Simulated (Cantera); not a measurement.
Charge: 1 mol CH3SiCl3, 0.4 mol C2H2, 1400 mol H2, at 1500 °C and 75.0 Torr.

Cantera equilibrium calculation (NASA polynomials, part measured and part estimated; ideal gas, pure solids and liquids). Candidate condensed phases: C, C6H6, C7H8, C8H18, Si, SiC; 109 gas species. The feed counts by its element totals alone. The numbers say what is thermodynamically allowed, not how fast it happens.

Base state: H2 0.997, HCl 0.00213, H 0.000898, C2H2 (acetylene) 0.000140, CH4 8.37e-5 (mole fractions); condensed: C(graphite) + SiC(s).

Question: What changes in the equilibrium state with this change: temperature from 1500 °C to 2277 °C?

Answer: 
| species | before | after |
|---|---|---|
| H2 | 0.997 | 0.903 |
| H | 0.000898 | 0.0937 |
| HCl | 0.00213 | 0.00190 |
| Si | 4.53e-7 | 0.000611 |
| SiH | 1.76e-7 | 4.51e-5 |
| Cl | 1.48e-6 | 0.000138 |
| CH4 | 8.37e-5 | 2.51e-6 |
| C(graphite), mol | 0.289 | 0 |
| SiC(s), mol | 0.998 | 0 |
